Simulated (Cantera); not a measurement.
Catalytic combustion on Pt

An isothermal plug-flow reactor at 775 K and 2250 Torr (inlet), inlet velocity 1.4 m/s, active area per volume 140 1/m; feed 0.442 % H2, 15.8 % O2, 83.1 % N2, 0.642 % H2O, equivalence ratio 0.014.

Computed with Cantera and Deutschmann's 1995 Pt surface mechanism with GRI-Mech 3.0 gas chemistry. Catalytic surfaces can have several steady states; this one follows from the mechanism file's or the stated starting coverage. Mass transfer to the wall is taken as infinitely fast.

| z (m) | x H2 | x O2 | x H2O | θ free Pt | θ O* | θ OH* |
|---|---|---|---|---|---|---|
| 0.00021 | 0.00425 | 0.158 | 0.00658 | 0.0531 | 0.943 | 0.00435 |
| 0.00037 | 0.00414 | 0.158 | 0.00670 | 0.0518 | 0.944 | 0.00432 |
| 0.00066 | 0.00394 | 0.158 | 0.00690 | 0.0495 | 0.946 | 0.00426 |
| 0.0012 | 0.00361 | 0.158 | 0.00723 | 0.0459 | 0.950 | 0.00415 |
| 0.0021 | 0.00317 | 0.157 | 0.00768 | 0.0411 | 0.955 | 0.00399 |
| 0.0037 | 0.00259 | 0.157 | 0.00826 | 0.0349 | 0.961 | 0.00376 |
| 0.0066 | 0.00191 | 0.157 | 0.00894 | 0.0281 | 0.968 | 0.00345 |
| 0.012 | 0.00123 | 0.156 | 0.00963 | 0.0217 | 0.975 | 0.00311 |
| 0.021 | 0.000685 | 0.156 | 0.0102 | 0.0174 | 0.980 | 0.00283 |
x: gas mole fraction; θ: surface coverage.
